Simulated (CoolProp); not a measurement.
Vapour-liquid equilibrium of isobutane (1) + n-butane (2) at 265.3 K; x and y are mole fractions of (1).

Values from CoolProp's multi-fluid Helmholtz-energy mixture model, Bücker 2006 and Bücker 2006; pair parameters Kunz 2012.

```tsv
x	bubble pressure, mixture model (MPa)	bubble pressure, Raoult's law (MPa)	y, mixture model	y, Raoult's law
0.05	0.07806	0.07802	0.075	0.075
0.15	0.08228	0.08220	0.213	0.215
0.25	0.08646	0.08638	0.337	0.341
0.35	0.09063	0.09056	0.451	0.455
0.45	0.09479	0.09474	0.554	0.559
0.55	0.09894	0.09892	0.650	0.655
0.65	0.1031	0.1031	0.738	0.742
0.75	0.1073	0.1073	0.820	0.823
0.85	0.1114	0.1115	0.896	0.898
0.95	0.1156	0.1156	0.966	0.967
```

The largest gap from Raoult's law is +0.1 % in bubble pressure, at x = 0.25. No azeotrope shows between x = 0.05 and 0.95.

Pair parameters are fitted to limited data, so mixtures are less certain than the pure fluids.
